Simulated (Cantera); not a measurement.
A Cantera script and its output.

```python
import numpy as np
import cantera as ct

gas = ct.Solution("gri30.yaml")
gas.TPX = 398, 500000, {'H2': 1, 'O2': 0.649, 'N2': 2.44, 'CO2': 0.4}
inlet = ct.Reservoir(gas, clone=True)
gas.equilibrate("HP")  # start burning
reactor = ct.IdealGasConstPressureReactor(gas, energy="on", clone=False)
exhaust = ct.Reservoir(gas, clone=True)
tau = [0.021, 0.011, 0.0057, 0.003, 0.0016, 0.00083, 0.00044, 0.00023, 0.00012, 6.3e-05, 3.3e-05, 1.7e-05, 9.1e-06][0]
for a, b in ((inlet, reactor), (reactor, exhaust)):
    ct.MassFlowController(a, b, mdot=lambda t: reactor.mass / tau)
net = ct.ReactorNet([reactor])
show = ['H2', 'O2', 'H2O2', 'NO', 'NO2']

rows = []
print(f"{'tau/s':>10s}{'T/K':>9s}" + "".join(f"{s:>11s}" for s in show))
for tau in [0.021, 0.011, 0.0057, 0.003, 0.0016, 0.00083, 0.00044, 0.00023, 0.00012, 6.3e-05, 3.3e-05, 1.7e-05, 9.1e-06]:
    net.initial_time = 0.0
    net.advance(30 * tau)
    before = gas.X
    net.advance(40 * tau)
    drift = np.max(np.abs(gas.X - before) / (gas.X + 1e-9))
    rows.append([gas.T, *gas[show].X, drift])
    print(f"{tau:10.3e}{gas.T:9.1f}" + "".join(f"{x:11.3e}" for x in gas[show].X))
```

It prints:

```
     tau/s      T/K         H2         O2       H2O2         NO        NO2
 2.100e-02   1986.5  3.360e-04  3.727e-02  2.655e-07  5.326e-05  1.112e-07
 1.100e-02   1983.4  4.619e-04  3.735e-02  3.141e-07  3.885e-05  8.922e-08
 5.700e-03   1978.5  6.639e-04  3.750e-02  3.878e-07  3.058e-05  7.656e-08
 3.000e-03   1971.4  9.659e-04  3.773e-02  4.887e-07  2.559e-05  6.740e-08
 1.600e-03   1961.6  1.405e-03  3.808e-02  6.207e-07  2.202e-05  5.830e-08
 8.300e-04   1947.2  2.079e-03  3.863e-02  8.003e-07  1.888e-05  4.801e-08
 4.400e-04   1928.1  3.018e-03  3.940e-02  1.023e-06  1.633e-05  3.859e-08
 2.300e-04   1902.0  4.378e-03  4.048e-02  1.314e-06  1.447e-05  3.102e-08
 1.200e-04   1867.9  6.295e-03  4.191e-02  1.695e-06  1.349e-05  2.595e-08
 6.300e-05   1825.1  8.950e-03  4.368e-02  2.209e-06  1.328e-05  2.281e-08
 3.300e-05   1772.1  1.274e-02  4.588e-02  2.959e-06  1.334e-05  2.042e-08
 1.700e-05   1705.0  1.858e-02  4.876e-02  4.193e-06  1.292e-05  1.755e-08
 9.100e-06   1624.6  2.774e-02  5.281e-02  6.239e-06  1.109e-05  1.352e-08
```

Cantera simulation using GRI-Mech 3.0 (53 species, 325 reactions); the numbers are that mechanism's predictions, not measurements. The hydrogen kinetics of GRI-Mech 3.0 are dated; newer H2 mechanisms differ, most at raised pressure.
